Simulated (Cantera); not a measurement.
An adiabatic, constant-volume homogeneous reactor starts with H2 : O2 : N2 : H2O = 1 : 0.278 : 1.04 : 0.2 (molar parts), equivalence ratio 1.8, at 1325 K and 0.290 bar. Integrator tolerance rtol = 1e-08.

Cantera simulation using GRI-Mech 3.0 (53 species, 325 reactions); the numbers are that mechanism's predictions, not measurements.

**Question.** What does this change do: initial temperature 1325 to 1225 K?

**Answer.** 
| quantity | before | after |
|---|---|---|
| time of steepest temperature rise | 98.4 µs | 0.156 ms |
| temperature at 6.00 s | 2726 K | 2701 K |
| equilibrium temperature | 2726 K | 2701 K |
| x(H2) at 6.00 s | 0.188 (gas-phase equilibrium 0.188) | 0.189 (gas-phase equilibrium 0.189) |
| x(O2) at 6.00 s | 0.00128 (gas-phase equilibrium 0.00128) | 0.00100 (gas-phase equilibrium 0.00100) |
| x(H2O) at 6.00 s | 0.305 (gas-phase equilibrium 0.305) | 0.310 (gas-phase equilibrium 0.310) |
| x(NO) at 6.00 s | 0.00196 (gas-phase equilibrium 0.00196) | 0.00167 (gas-phase equilibrium 0.00167) |
| x(H2O2) at 6.00 s | 8.89e-8 (gas-phase equilibrium 8.89e-8) | 7.89e-8 (gas-phase equilibrium 7.89e-8) |
| x(OH) at 6.00 s | 0.0157 (gas-phase equilibrium 0.0157) | 0.0137 (gas-phase equilibrium 0.0137) |
| x(N2O) at 6.00 s | 6.10e-8 (gas-phase equilibrium 6.10e-8) | 5.40e-8 (gas-phase equilibrium 5.40e-8) |
